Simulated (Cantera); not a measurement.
Charge: 1 mol SiCl₄, 0.22 mol CH₄, 200 mol H₂, held at 2.00 mbar.

Equilibrium computed with Cantera from the NASA thermochemical tables; the gas is ideal and each condensed phase is pure. Candidate condensed phases: C, C₆H₆, C₇H₈, C₈H₁₈, Si, SiC; 109 gas species. Mutual solubility and eutectic melting of coexisting phases are not modelled. The tables' values for SiCl₃ are old estimates; treat these amounts as uncertain. Kinetics and transport are ignored.

x: gas mole fraction; n: condensed amount in mol.

| T (°C) | x H₂ | x HCl | x SiCl₄ | x SiCl₂ | x SiHCl₃ | x H | n Si(s) | n SiC(s) |
|---|---|---|---|---|---|---|---|---|
| 627 | 0.988 | 0.00850 | … | 9.92e-5 | 0.000720 | 2.60e-9 | 0.157 | 0.220 |
| 677 | 0.986 | 0.0123 | … | 0.000235 | 0.000483 | 1.24e-8 | 0.346 | 0.220 |
| 727 | 0.983 | 0.0156 | … | 0.000420 | 0.000253 | 5.03e-8 | 0.506 | 0.220 |
| 777 | 0.982 | 0.0174 | … | 0.000574 | 0.000103 | 1.80e-7 | 0.591 | 0.220 |
| 827 | 0.981 | 0.0180 | … | 0.000670 | 3.76e-5 | 5.73e-7 | 0.617 | 0.220 |
| 877 | 0.981 | 0.0181 | … | 0.000735 | 1.39e-5 | 1.65e-6 | 0.619 | 0.220 |
| 927 | 0.981 | 0.0181 | … | 0.000788 | 5.51e-6 | 4.37e-6 | 0.615 | 0.220 |
| 977 | 0.981 | 0.0180 | … | 0.000835 | 2.33e-6 | 1.07e-5 | 0.608 | 0.220 |
| 1027 | 0.981 | 0.0180 | … | 0.000878 | 1.05e-6 | 2.45e-5 | 0.600 | 0.220 |
| 1077 | 0.981 | 0.0179 | … | 0.000918 | 5.03e-7 | 5.28e-5 | 0.593 | 0.220 |
| 1127 | 0.981 | 0.0178 | … | 0.000956 | 2.53e-7 | 0.000108 | 0.585 | 0.220 |
| 1177 | 0.981 | 0.0178 | … | 0.000992 | 1.34e-7 | 0.000209 | 0.578 | 0.220 |
| 1227 | 0.981 | 0.0177 | … | 0.00102 | 7.40e-8 | 0.000390 | 0.570 | 0.220 |
| 1277 | 0.981 | 0.0176 | … | 0.00106 | 4.24e-8 | 0.000697 | 0.560 | 0.220 |

Problem. Fill in the missing entries.

Solution. 
- 627, x SiCl₄: 0.00218
- 677, x SiCl₄: 0.00131
- 727, x SiCl₄: 0.000569
- 777, x SiCl₄: 0.000176
- 827, x SiCl₄: 4.67e-5
- 877, x SiCl₄: 1.27e-5
- 927, x SiCl₄: 3.73e-6
- 977, x SiCl₄: 1.20e-6
- 1027, x SiCl₄: 4.22e-7
- 1077, x SiCl₄: 1.60e-7
- 1127, x SiCl₄: 6.51e-8
- 1177, x SiCl₄: 2.82e-8
- 1227, x SiCl₄: 1.29e-8
- 1277, x SiCl₄: 6.20e-9
